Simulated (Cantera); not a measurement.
Adiabatic ignition

An adiabatic, constant-pressure homogeneous reactor starts with CH4 : C2H6 : O2 : N2 = 1 : 0.031 : 5.55 : 20.9 (molar parts), equivalence ratio 0.38, at 1475 K and 760 Torr.

Model: GRI-Mech 3.0 (53 species, 325 reactions), integrated in Cantera.

```json
[
 {"t (s)": "3.00e-6", "T (K)": "1475", "x CH4": "0.0364", "x C2H6": "0.00113", "x O2": "0.202", "x HCO": "<1e-12", "x H": "7.19e-9", "x HCN": "<1e-12", "x H2O2": "1.98e-10"},
 {"t (s)": "9.49e-6", "T (K)": "1475", "x CH4": "0.0364", "x C2H6": "0.00112", "x O2": "0.202", "x HCO": "2.63e-12", "x H": "1.62e-8", "x HCN": "<1e-12", "x H2O2": "1.76e-9"},
 {"t (s)": "3.00e-5", "T (K)": "1475", "x CH4": "0.0364", "x C2H6": "0.00111", "x O2": "0.202", "x HCO": "4.10e-11", "x H": "5.34e-8", "x HCN": "<1e-12", "x H2O2": "1.41e-8"},
 {"t (s)": "9.49e-5", "T (K)": "1475", "x CH4": "0.0363", "x C2H6": "0.00108", "x O2": "0.202", "x HCO": "1.23e-9", "x H": "3.13e-7", "x HCN": "<1e-12", "x H2O2": "1.06e-7"},
 {"t (s)": "0.000300", "T (K)": "1480", "x CH4": "0.0349", "x C2H6": "0.00106", "x O2": "0.201", "x HCO": "1.04e-7", "x H": "3.88e-6", "x HCN": "<1e-12", "x H2O2": "1.09e-6"},
 {"t (s)": "0.000949", "T (K)": "2211", "x CH4": "<1e-12", "x C2H6": "<1e-12", "x O2": "0.123", "x HCO": "1.86e-10", "x H": "0.000533", "x HCN": "<1e-12", "x H2O2": "9.07e-8"},
 {"t (s)": "0.00300", "T (K)": "2250", "x CH4": "<1e-12", "x C2H6": "<1e-12", "x O2": "0.124", "x HCO": "2.63e-11", "x H": "0.000134", "x HCN": "<1e-12", "x H2O2": "1.01e-7"},
 {"t (s)": "0.00949", "T (K)": "2250", "x CH4": "<1e-12", "x C2H6": "<1e-12", "x O2": "0.123", "x HCO": "2.60e-11", "x H": "0.000133", "x HCN": "<1e-12", "x H2O2": "1.01e-7"},
 {"t (s)": "0.0300", "T (K)": "2247", "x CH4": "<1e-12", "x C2H6": "<1e-12", "x O2": "0.123", "x HCO": "2.54e-11", "x H": "0.000131", "x HCN": "<1e-12", "x H2O2": "9.99e-8"},
 {"t (s)": "0.0949", "T (K)": "2242", "x CH4": "<1e-12", "x C2H6": "<1e-12", "x O2": "0.121", "x HCO": "2.37e-11", "x H": "0.000125", "x HCN": "<1e-12", "x H2O2": "9.79e-8"},
 {"t (s)": "0.300", "T (K)": "2234", "x CH4": "<1e-12", "x C2H6": "<1e-12", "x O2": "0.119", "x HCO": "2.16e-11", "x H": "0.000117", "x HCN": "<1e-12", "x H2O2": "9.52e-8"},
 {"t (s)": "0.949", "T (K)": "2231", "x CH4": "<1e-12", "x C2H6": "<1e-12", "x O2": "0.119", "x HCO": "2.10e-11", "x H": "0.000115", "x HCN": "<1e-12", "x H2O2": "9.43e-8"},
 {"t (s)": "3.00", "T (K)": "2231", "x CH4": "<1e-12", "x C2H6": "<1e-12", "x O2": "0.119", "x HCO": "2.10e-11", "x H": "0.000115", "x HCN": "<1e-12", "x H2O2": "9.43e-8"}
]
```
x: mole fraction; the columns are a selection and need not sum to one.

The time of steepest temperature rise is 0.510 ms. The temperature at 3.00 s comes out as 2231 K and the equilibrium temperature is 2231 K. The x(CH4) at 3.00 s is <1e-12 (gas-phase equilibrium <1e-12) and the x(C2H6) at 3.00 s is <1e-12 (gas-phase equilibrium <1e-12). The x(O2) at 3.00 s is 0.119 (gas-phase equilibrium 0.119).
